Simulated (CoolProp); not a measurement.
Vapour-liquid equilibrium of propane (1) + n-pentane (2) at 336 K; x and y are mole fractions of (1).

The numbers come from the multi-fluid Helmholtz-energy mixture model, Lemmon 2009 and Thol 2019; pair parameters Kunz 2012 in CoolProp.

```csv
x,"bubble pressure, mixture model (MPa)","bubble pressure, Raoult's law (MPa)","y, mixture model","y, Raoult's law"
0.05,0.3286,0.3333,0.303,0.337
0.125,0.4698,0.4841,0.529,0.579
0.2,0.6092,0.6349,0.651,0.707
0.275,0.7478,0.7857,0.730,0.785
0.35,0.8867,0.9366,0.784,0.838
0.425,?,1.087,0.826,0.877
0.5,?,1.238,0.859,0.906
0.575,?,1.389,0.886,0.929
0.65,1.458,1.540,0.909,0.947
0.725,1.609,1.691,0.930,0.962
0.8,1.766,1.841,0.949,0.975
0.875,1.932,1.992,0.967,0.985
0.95,?,2.143,0.986,0.995
```

Task: Some entries are withheld; supply them.

Result: 
- 0.425, bubble pressure, mixture model (MPa): 1.026
- 0.5, bubble pressure, mixture model (MPa): 1.168
- 0.575, bubble pressure, mixture model (MPa): 1.311
- 0.95, bubble pressure, mixture model (MPa): 2.112

The largest gap from Raoult's law is -5.7 % in bubble pressure, at x = 0.5. No azeotrope shows between x = 0.05 and 0.95.

Pair parameters are fitted to limited data, so mixtures are less certain than the pure fluids.
